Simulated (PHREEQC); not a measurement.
Make-up at 25 °C: 0.21 mol ZnSO4, 0.00012 mol CuCl2, 0.0031 mol NaBF4 and 0.0014 mol Na2SO4 per kg of water. Closed to the air; pH follows from the charge balance.

Computed with PHREEQC (ion-association model, phreeqc.dat).

```
Property                 Result
----------------  -------------
pH                         3.13
ionic strength    0.412 mol/kgw
density             1.031 g/cm³
total alkalinity   -9.30 meq/kg
```

```json
[
 {"species": "Zn+2", "molality": "0.101", "activity": "0.0233", "log γ": "-0.637"},
 {"species": "ZnSO4", "molality": "0.0738", "activity": "0.0811", "log γ": "0.041"},
 {"species": "SO4-2", "molality": "0.0670", "activity": "0.0149", "log γ": "-0.654"},
 {"species": "Zn(SO4)2-2", "molality": "0.0344", "activity": "0.00979", "log γ": "-0.545"},
 {"species": "Na+", "molality": "0.00548", "activity": "0.00395", "log γ": "-0.142"},
 {"species": "F-", "molality": "0.00277", "activity": "0.00180", "log γ": "-0.188"},
 {"species": "HF", "molality": "0.00180", "activity": "0.00198", "log γ": "0.041"},
 {"species": "HSO4-", "molality": "0.00145", "activity": "0.00106", "log γ": "-0.136"},
 {"species": "BF4-", "molality": "0.00145", "activity": "0.00106", "log γ": "-0.136"},
 {"species": "H3BO3", "molality": "0.00120", "activity": "0.00132", "log γ": "0.041"},
 {"species": "H+", "molality": "0.000954", "activity": "0.000736", "log γ": "-0.113"}
]
```

Precipitation was switched off in this run. Real BF4- forms and hydrolyses slowly; the run takes it at equilibrium.
